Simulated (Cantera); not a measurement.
An isothermal, constant-pressure homogeneous reactor starts with C2H6 : N2 = 1 : 13 (molar parts), at 1550 K and 6.68 Torr.

Cantera simulation using GRI-Mech 3.0 (53 species, 325 reactions); the numbers are that mechanism's predictions, not measurements. GRI-Mech 3.0 stops at C3 and has no aromatics, soot or wall deposition, so with more carbon than oxygen in the feed, carbon stays in small species such as C2H2 where larger ones or solid carbon would form. Radical loss at walls, strong at low pressure, is not modelled.

Predict: x(C2H6) at 10.0 s; x(C2H2) at 10.0 s; x(C2H4) at 10.0 s; x(H2) at 10.0 s; x(CH4) at 10.0 s.


```
Item                                                 Result
-----------------  ----------------------------------------
x(C2H6) at 10.0 s  5.42e-7 (gas-phase equilibrium 3.32e-11)
x(C2H2) at 10.0 s     0.0593 (gas-phase equilibrium 0.0259)
x(C2H4) at 10.0 s   3.43e-5 (gas-phase equilibrium 5.00e-6)
x(H2) at 10.0 s         0.115 (gas-phase equilibrium 0.125)
x(CH4) at 10.0 s    0.00717 (gas-phase equilibrium 3.18e-5)
```
